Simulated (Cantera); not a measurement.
## Thermodynamics of silicon carbide growth, feed SiHCl₃ + CH₄ + H₂ + C₂H₄

Feed: 1 mol SiHCl₃, 0.02 mol CH₄, 14 mol H₂, 0.8 mol C₂H₄, equilibrated at 0.00133 bar.

These are equilibrium values from Cantera (NASA tables, ideal gas, pure condensed phases), not measurements of a reactor. Candidate condensed phases: C, C₆H₆, C₇H₈, C₈H₁₈, Si, SiC; 109 gas species. The tables' values for SiCl, SiCl₃ are old estimates; treat these amounts as uncertain. Gases not in the tables: Si₂H₆ and higher silanes. Equilibrium is a limit: real reactors are often held back by kinetics, nucleation or transport.

From 1125 K to 2125 K the condensed part is C(graphite) + SiC(s). At 2225 K the condensed part is C(graphite). The main Si-bearing gas is SiCl₄ at 1125 K and Si at 2225 K. The share of Si in condensed phases is highest at 1225 K (99.6 %) and lowest at 2225 K (0.0 %).

```csv
T (K),log p H₂,log p HCl,log p H,log p Si,log p Cl,log p SiCl₂,log p SiC₂,log p SiCl,n C(graphite),n SiC(s)
1125,-2.96,-3.65,-8.83,<-14,-9.57,-7.00,<-14,-13.60,0.625,0.995
1225,-2.96,-3.65,-7.98,-14.17,-8.74,-6.66,<-14,-12.23,0.624,0.996
1325,-2.96,-3.65,-7.26,-12.50,-8.03,-6.37,<-14,-11.07,0.626,0.994
1425,-2.96,-3.65,-6.64,-11.06,-7.42,-6.13,-14.12,-10.08,0.630,0.990
1525,-2.96,-3.65,-6.10,-9.82,-6.89,-5.92,-12.49,-9.22,0.636,0.984
1625,-2.96,-3.65,-5.63,-8.73,-6.43,-5.75,-11.06,-8.47,0.643,0.976
1725,-2.96,-3.66,-5.21,-7.77,-6.02,-5.59,-9.80,-7.81,0.652,0.966
1825,-2.96,-3.67,-4.84,-6.91,-5.66,-5.46,-8.69,-7.22,0.662,0.952
1925,-2.97,-3.68,-4.50,-6.15,-5.34,-5.36,-7.69,-6.70,0.678,0.928
2025,-2.98,-3.70,-4.20,-5.46,-5.05,-5.27,-6.79,-6.24,0.722,0.866
2125,-3.00,-3.74,-3.94,-4.83,-4.81,-5.22,-5.98,-5.84,0.884,0.650
2225,-3.05,-3.80,-3.71,-4.33,-4.60,-5.27,-5.30,-5.55,1.35,0
```
log p: log10 of the partial pressure in bar; n: condensed amount in mol.
